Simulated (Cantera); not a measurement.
Feed: 1 mol Cu2O, 9.7 mol CO, 0.4 mol H2, equilibrated at 1798.15 K and 133 Pa.

Cantera equilibrium calculation (NASA polynomials, part measured and part estimated; ideal gas, pure solids and liquids). Candidate condensed phases: C, C6H6, C7H8, C8H18, Cu, CuO, Cu(OH)2, Cu2O, H2O; 113 gas species. The numbers say what is thermodynamically allowed, not how fast it happens.

Base state: CO 0.728, Cu 0.165, CO2 0.0736, H2 0.0233, H2O 0.00898, H 0.00147, Cu2 0.000130, OH 3.74e-5 (mole fractions); condensed: gas only.

Problem. What changes in the equilibrium state with this change: H2 from 0.4 to 9.2 mol?

Solution. 
```
species    before    after
-------  --------  -------
CO          0.728    0.452
H2         0.0233    0.399
Cu          0.165   0.0953
CO2        0.0736   0.0109
H2O       0.00898   0.0368
H         0.00147  0.00610
Cu2      0.000130  4.35e-5
OH        3.74e-5  3.69e-5
```

Problem. What changes in the equilibrium state with this change: Cu2O replaced by Fe3O4?

Solution. 
```
species        before     after
-----------  --------  --------
CO              0.728     0.835
CO2            0.0736     0.105
H2             0.0233    0.0257
Cu              0.165         0
Fe                  0    0.0204
H2O           0.00898    0.0123
Cu2          0.000130         0
FeO                 0  0.000114
OH            3.74e-5   4.88e-5
H             0.00147   0.00155
FeO(l), mol         0      2.79
```
The tables' stoichiometric FeO is somewhat more stable than real wüstite, so its field is too wide. FeO: taken at fixed stoichiometry. Further candidate phases: Fe, Fe(CO)5, FeO, Fe(OH)2, Fe(OH)3, Fe2O3, Fe3O4.

Problem. What changes in the equilibrium state with this change: pressure from 133 Pa to 610000 Pa?

Solution. 
| species | before | after |
|---|---|---|
| CO | 0.728 | 0.872 |
| CO2 | 0.0736 | 0.0880 |
| H2 | 0.0233 | 0.0286 |
| Cu | 0.165 | 8.69e-5 |
| H2O | 0.00898 | 0.0110 |
| Cu2 | 0.000130 | 1.65e-7 |
| OH | 3.74e-5 | 6.10e-7 |
| H | 0.00147 | 2.41e-5 |
| Cu(l), mol | 0 | 2.00 |
